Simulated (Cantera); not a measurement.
Charge: 1 mol Fe₃O₄, 1.9 mol CH₄, 0.98 mol CO.

Equilibrium computed with Cantera from the NASA thermochemical tables; the gas is ideal and each condensed phase is pure. Candidate condensed phases: C, C₆H₆, C₇H₈, C₈H₁₈, Fe, Fe(CO)₅, FeO, Fe(OH)₂, Fe(OH)₃, Fe₂O₃, Fe₃O₄, H₂O; 114 gas species. Each liquid is taken as pure. Mutual solubility and eutectic melting of coexisting phases are not modelled. The tables' stoichiometric FeO is somewhat more stable than real wüstite, so its field is too wide. FeO: taken at fixed stoichiometry. Condensed phases not in the tables: cementite and carbon dissolved in iron. Kinetics and transport are ignored.

**Question.** What condenses at these points (T in K, P in Pa): (2023, 130); (1498, 77000); (1198, 280000); (1048, 1000000); (1873, 10); (1573, 130); (2023, 1000000)?

**Answer.** 
| T (K) | P in Pa | condensed phases | Fe condensed (%) |
|---|---|---|---|
| 2023 | 130 | FeO | 10.7 |
| 1498 | 77000 | Fe + FeO | 100.0 |
| 1198 | 280000 | Fe + FeO | 100.0 |
| 1048 | 1000000 | C + FeO | 100.0 |
| 1873 | 10 | gas only | 0.0 |
| 1573 | 130 | Fe + FeO | 99.9 |
| 2023 | 1000000 | Fe + FeO | 100.0 |
